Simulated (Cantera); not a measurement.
## Premixed flame

A freely propagating, adiabatic, planar premixed flame of 8.46 % CH₃OH, 19.2 % O₂, 72.3 % N₂, unburnt at 300 K and 10000 Pa; multicomponent transport, grid criteria slope 0.08 and curve 0.16, no radiation.

Detailed kinetics in Cantera: GRI-Mech 3.0 (53 species, 325 reactions). GRI-Mech 3.0 was tuned for natural gas; its chemistry of methanol as a main component is partial and can be far from experiment. Burning velocities carry a grid error of a few per cent, more on coarse grids.

```json
[
 {"z (mm)": "-13.7", "T (K)": "300", "u (m/s)": "0.264", "x CH₃OH": "0.0845", "x O₂": "0.192", "x C₂H": "<1e-8", "x H": "<1e-8", "x C₂H₂": "<1e-8", "x N₂O": "<1e-8"},
 {"z (mm)": "-9.10", "T (K)": "303", "u (m/s)": "0.267", "x CH₃OH": "0.0844", "x O₂": "0.191", "x C₂H": "<1e-8", "x H": "<1e-8", "x C₂H₂": "<1e-8", "x N₂O": "<1e-8"},
 {"z (mm)": "-6.83", "T (K)": "317", "u (m/s)": "0.281", "x CH₃OH": "0.0840", "x O₂": "0.190", "x C₂H": "<1e-8", "x H": "<1e-8", "x C₂H₂": "<1e-8", "x N₂O": "<1e-8"},
 {"z (mm)": "-4.55", "T (K)": "412", "u (m/s)": "0.367", "x CH₃OH": "0.0804", "x O₂": "0.183", "x C₂H": "<1e-8", "x H": "<1e-8", "x C₂H₂": "<1e-8", "x N₂O": "<1e-8"},
 {"z (mm)": "-2.28", "T (K)": "795", "u (m/s)": "0.725", "x CH₃OH": "0.0573", "x O₂": "0.152", "x C₂H": "<1e-8", "x H": "1.49e-7", "x C₂H₂": "<1e-8", "x N₂O": "<1e-8"},
 {"z (mm)": "-1.14", "T (K)": "1127", "u (m/s)": "1.04", "x CH₃OH": "0.0308", "x O₂": "0.124", "x C₂H": "<1e-8", "x H": "1.74e-5", "x C₂H₂": "<1e-8", "x N₂O": "1.16e-8"},
 {"z (mm)": "0", "T (K)": "1468", "u (m/s)": "1.38", "x CH₃OH": "0.00321", "x O₂": "0.0927", "x C₂H": "<1e-8", "x H": "0.000797", "x C₂H₂": "<1e-8", "x N₂O": "2.03e-8"},
 {"z (mm)": "1.14", "T (K)": "1553", "u (m/s)": "1.46", "x CH₃OH": "7.76e-6", "x O₂": "0.0771", "x C₂H": "<1e-8", "x H": "0.00317", "x C₂H₂": "<1e-8", "x N₂O": "2.48e-8"},
 {"z (mm)": "2.28", "T (K)": "1579", "u (m/s)": "1.48", "x CH₃OH": "<1e-8", "x O₂": "0.0711", "x C₂H": "<1e-8", "x H": "0.00423", "x C₂H₂": "<1e-8", "x N₂O": "2.67e-8"},
 {"z (mm)": "4.55", "T (K)": "1615", "u (m/s)": "1.50", "x CH₃OH": "<1e-8", "x O₂": "0.0673", "x C₂H": "<1e-8", "x H": "0.00432", "x C₂H₂": "<1e-8", "x N₂O": "2.78e-8"},
 {"z (mm)": "9.10", "T (K)": "1660", "u (m/s)": "1.54", "x CH₃OH": "<1e-8", "x O₂": "0.0654", "x C₂H": "<1e-8", "x H": "0.00331", "x C₂H₂": "<1e-8", "x N₂O": "3.00e-8"},
 {"z (mm)": "18.2", "T (K)": "1713", "u (m/s)": "1.59", "x CH₃OH": "<1e-8", "x O₂": "0.0641", "x C₂H": "<1e-8", "x H": "0.00190", "x C₂H₂": "<1e-8", "x N₂O": "3.56e-8"},
 {"z (mm)": "36.4", "T (K)": "1762", "u (m/s)": "1.63", "x CH₃OH": "<1e-8", "x O₂": "0.0630", "x C₂H": "<1e-8", "x H": "0.000823", "x C₂H₂": "<1e-8", "x N₂O": "4.48e-8"}
]
```
x: mole fraction of selected species; z is measured from the peak of heat release.

| Quantity | Result |
|---|---|
| laminar burning velocity | 26.4 cm/s |
| thermal thickness | 4.55 mm |
| peak x(C₂H) | <1e-8 |
| peak x(H) | 0.00443 |
| peak x(C₂H₂) | <1e-8 |
| grid points | 125 |
